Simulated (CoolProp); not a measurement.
Model: reference Helmholtz-energy equation of state, Penoncello 2003, in CoolProp.

Problem. Give the vapour pressure (bar), enthalpy of vaporisation (kJ/kg), liquid cp (kJ/(kg K)), surface tension (mN/m) of saturated CHF3 (R23) at -36.25 °C.

Solution. 
```csv
T (°C),p (bar),enthalpy of vaporisation (kJ/kg),liquid cp (kJ/(kg K)),surface tension (mN/m)
-36.25,8.10,195,1.39,8.50
```

Surface tension comes from a separate correlation (Mulero 2012).
